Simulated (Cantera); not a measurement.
Charge: 1 mol AlCl₃, 73 mol NH₃, 1.7 mol H₂, a varied amount of H₂O, at 750 °C and 170 Pa.

These are equilibrium values from Cantera (NASA tables, ideal gas, pure condensed phases), not measurements of a reactor. Candidate condensed phases: Al, AlCl₃, AlN, Al₂O₃, H₂O, NH₄Cl; 45 gas species. Mutual solubility and eutectic melting of coexisting phases are not modelled. Rates play no part.

x: gas mole fraction; n: condensed amount in mol.

```json
[
 {"n(H₂O) (mol)": "0.67", "x H₂": "0.738", "x N₂": "0.242", "x H₂O": "3.86e-8", "x HCl": "0.0193", "x AlCl₃": "0.000252", "x AlCl₂": "2.79e-7", "n AlN(s)": "0.516", "n Al₂O₃(s)": "0.223"},
 {"n(H₂O) (mol)": "1", "x H₂": "0.738", "x N₂": "0.242", "x H₂O": "3.86e-8", "x HCl": "0.0192", "x AlCl₃": "0.000250", "x AlCl₂": "2.78e-7", "n AlN(s)": "0.296", "n Al₂O₃(s)": "0.333"},
 {"n(H₂O) (mol)": "1.6", "x H₂": "0.737", "x N₂": "0.242", "x H₂O": "0.000663", "x HCl": "0.0199", "x AlCl₃": "1.23e-10", "x AlCl₂": "<1e-12", "n AlN(s)": "0", "n Al₂O₃(s)": "0.500"},
 {"n(H₂O) (mol)": "2.6", "x H₂": "0.733", "x N₂": "0.240", "x H₂O": "[?]", "x HCl": "0.0198", "x AlCl₃": "[?]", "x AlCl₂": "<1e-12", "n AlN(s)": "0", "n Al₂O₃(s)": "0.500"},
 {"n(H₂O) (mol)": "4", "x H₂": "0.726", "x N₂": "0.238", "x H₂O": "0.0163", "x HCl": "0.0196", "x AlCl₃": "<1e-12", "x AlCl₂": "<1e-12", "n AlN(s)": "0", "n Al₂O₃(s)": "0.500"},
 {"n(H₂O) (mol)": "6.3", "x H₂": "0.715", "x N₂": "0.235", "x H₂O": "[?]", "x HCl": "0.0193", "x AlCl₃": "<1e-12", "x AlCl₂": "<1e-12", "n AlN(s)": "0", "n Al₂O₃(s)": "0.500"},
 {"n(H₂O) (mol)": "9.9", "x H₂": "0.699", "x N₂": "0.229", "x H₂O": "0.0528", "x HCl": "0.0189", "x AlCl₃": "<1e-12", "x AlCl₂": "<1e-12", "n AlN(s)": "0", "n Al₂O₃(s)": "0.500"},
 {"n(H₂O) (mol)": "15", "x H₂": "0.677", "x N₂": "0.222", "x H₂O": "0.0822", "x HCl": "0.0183", "x AlCl₃": "<1e-12", "x AlCl₂": "<1e-12", "n AlN(s)": "0", "n Al₂O₃(s)": "0.500"},
 {"n(H₂O) (mol)": "24", "x H₂": "0.642", "x N₂": "0.211", "x H₂O": "0.130", "x HCl": "0.0173", "x AlCl₃": "<1e-12", "x AlCl₂": "<1e-12", "n AlN(s)": "0", "n Al₂O₃(s)": "0.500"}
]
```

**Question.** Fill in the missing entries.

**Answer.** 
- 6.3, x H₂O: 0.0309
- 2.6, x H₂O: 0.00725
- 2.6, x AlCl₃: 3.33e-12
